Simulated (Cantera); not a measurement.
Cantera run:

```python
import numpy as np
import cantera as ct

gas_names = [...]  # 123 gases of nasa_gas.yaml made of C, H, O, Si
cond_names = """
    C(gr) C6H6(L) C7H8(L) C8H18(L),n-octa H2O(s) H2O(L) Si(cr) Si(L) SiC(b) SiO2(Lqz) SiO2(hqz) SiO2(L)
""".split()


# ... load() reads the species with a 1 bar reference pressure and builds the phases ...
atoms = {
    'Si': {'Si': 1},
    'CO2': {'C': 1, 'O': 2},
    'H2': {'H': 2},
}
top_T = {'C(gr)': 4500, 'SiC(b)': 3050}  # K; cautious upper limits of use, not melting points


# ... equilibrate(T, P, feed) seeds the gas with the atoms and calls Mixture.equilibrate('TP', solver="vcs", rtol=1e-11, max_steps=5000) ...
results = []
feed = {'Si': 1, 'CO2': 0.96, 'H2': 3.8}  # mol
T = 1500  # K
for P in [0.1, 1, 10, 100, 1000, 10000, 100000, 1000000]:
    mix = equilibrate(T, P, feed)
    results.append((T, P, feed, dict(zip(mix.species_names, mix.species_moles))))

top = {s: max(r[3][s] / sum(r[3][g] for g in gas_names) for r in results) for s in gas_names}
cols = sorted((s for s in top if top[s] > 0.0001), key=lambda s: -top[s])[:6]
seen = [c for c in cond_names if any(r[3].get(c, 0) > 1e-12 for r in results)]
print("log10 of partial pressures in bar; condensed amounts in mol")
print(f"{'P/Pa':>10s}" + "".join(f"{s[:9]:>10s}" for s in cols + seen))
for T, P, feed, n in results:
    ng = sum(n[g] for g in gas_names)
    print(f"{P:10.4g}" + "".join(f"{np.log10(max(n[s] / ng * P / 1e5, 1e-99)):10.3f}" for s in cols)
          + "".join(f"{n.get(c, 0):10.4g}" for c in seen))
```

Output:

```
log10 of partial pressures in bar; condensed amounts in mol
      P/Pa        H2       SiO        CO       CH4         H        Si     C(gr)    SiC(b) SiO2(hqz)
       0.1    -6.186    -6.772    -6.786   -16.323    -7.848    -8.755         0   0.01488         0
         1    -5.180    -5.767    -5.785   -14.313    -7.344    -8.753         0   0.01949         0
        10    -4.178    -4.767    -4.785   -12.310    -6.844    -8.752         0   0.01995         0
       100    -3.178    -3.766    -3.784   -10.309    -6.343    -8.752         0   0.02001         0
      1000    -2.072    -3.952    -2.852    -7.537    -5.790    -9.312         0      0.33      0.62
     1e+04    -1.065    -4.284    -1.857    -4.861    -5.287    -9.975         0    0.3457     0.652
     1e+05    -0.011    -4.354    -1.647    -2.612    -4.760   -10.115    0.7792   0.08375    0.9161
     1e+06     0.988    -4.354    -1.647    -0.614    -4.260   -10.115    0.8166   0.04426    0.9557
```

These are equilibrium values from Cantera (NASA tables, ideal gas, pure condensed phases), not measurements of a reactor. Mutual solubility and eutectic melting of coexisting phases are not modelled. The tables hold silica as quartz up to 1696 K and as liquid above; real silica turns to tridymite and cristobalite and melts near 1996 K.
